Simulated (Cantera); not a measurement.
An adiabatic, constant-volume homogeneous reactor starts with CO : H2 : CH4 : O2 : N2 : CO2 = 1 : 1.2 : 0.13 : 1.36 : 5.11 : 0.35 (molar parts), equivalence ratio 1.0, at 1648 K and 9.70 bar. Integrator tolerance rtol = 1e-08.

Detailed kinetics in Cantera: GRI-Mech 3.0 (53 species, 325 reactions). Above 3000 K some thermodynamic fits are extrapolated.

### Question
What does this change do: N2 5.11 to 4 parts?

### Answer
```tsv
quantity	before	after
time of steepest temperature rise	1.50 µs	1.31 µs
temperature at 5.00 s	3091 K	3167 K
equilibrium temperature	3091 K	3167 K
x(CO) at 5.00 s	0.0708 (gas-phase equilibrium 0.0708)	0.0874 (gas-phase equilibrium 0.0874)
x(H2) at 5.00 s	0.0131 (gas-phase equilibrium 0.0131)	0.0164 (gas-phase equilibrium 0.0164)
x(CH4) at 5.00 s	<1e-12 (gas-phase equilibrium <1e-12)	<1e-12 (gas-phase equilibrium <1e-12)
x(CH2O) at 5.00 s	6.37e-9 (gas-phase equilibrium 6.37e-9)	1.01e-8 (gas-phase equilibrium 1.01e-8)
x(NO2) at 5.00 s	1.30e-5 (gas-phase equilibrium 1.30e-5)	1.60e-5 (gas-phase equilibrium 1.60e-5)
x(CH3) at 5.00 s	<1e-12 (gas-phase equilibrium 1.14e-12)	1.79e-12 (gas-phase equilibrium 2.30e-12)
x(H) at 5.00 s	0.00579 (gas-phase equilibrium 0.00579)	0.00795 (gas-phase equilibrium 0.00795)
```

### Question
What does this change do: 0.018 parts C2H6 added?

### Answer
| quantity | before | after |
|---|---|---|
| time of steepest temperature rise | 1.50 µs | 1.61 µs |
| temperature at 5.00 s | 3091 K | 3104 K |
| equilibrium temperature | 3091 K | 3104 K |
| x(CO) at 5.00 s | 0.0708 (gas-phase equilibrium 0.0708) | 0.0764 (gas-phase equilibrium 0.0764) |
| x(H2) at 5.00 s | 0.0131 (gas-phase equilibrium 0.0131) | 0.0147 (gas-phase equilibrium 0.0147) |
| x(CH4) at 5.00 s | <1e-12 (gas-phase equilibrium <1e-12) | <1e-12 (gas-phase equilibrium <1e-12) |
| x(CH2O) at 5.00 s | 6.37e-9 (gas-phase equilibrium 6.37e-9) | 7.83e-9 (gas-phase equilibrium 7.83e-9) |
| x(NO2) at 5.00 s | 1.30e-5 (gas-phase equilibrium 1.30e-5) | 1.16e-5 (gas-phase equilibrium 1.16e-5) |
| x(CH3) at 5.00 s | <1e-12 (gas-phase equilibrium 1.14e-12) | 1.30e-12 (gas-phase equilibrium 1.65e-12) |
| x(H) at 5.00 s | 0.00579 (gas-phase equilibrium 0.00579) | 0.00636 (gas-phase equilibrium 0.00636) |

### Question
What does this change do: initial temperature 1648 to 1298 K?

### Answer
| quantity | before | after |
|---|---|---|
| time of steepest temperature rise | 1.50 µs | 10.6 µs |
| temperature at 5.00 s | 3091 K | 2990 K |
| equilibrium temperature | 3091 K | 2990 K |
| x(CO) at 5.00 s | 0.0708 (gas-phase equilibrium 0.0708) | 0.0573 (gas-phase equilibrium 0.0573) |
| x(H2) at 5.00 s | 0.0131 (gas-phase equilibrium 0.0131) | 0.0100 (gas-phase equilibrium 0.0100) |
| x(CH4) at 5.00 s | <1e-12 (gas-phase equilibrium <1e-12) | <1e-12 (gas-phase equilibrium <1e-12) |
| x(CH2O) at 5.00 s | 6.37e-9 (gas-phase equilibrium 6.37e-9) | 4.77e-9 (gas-phase equilibrium 4.77e-9) |
| x(NO2) at 5.00 s | 1.30e-5 (gas-phase equilibrium 1.30e-5) | 1.13e-5 (gas-phase equilibrium 1.13e-5) |
| x(CH3) at 5.00 s | <1e-12 (gas-phase equilibrium 1.14e-12) | <1e-12 (gas-phase equilibrium <1e-12) |
| x(H) at 5.00 s | 0.00579 (gas-phase equilibrium 0.00579) | 0.00341 (gas-phase equilibrium 0.00341) |
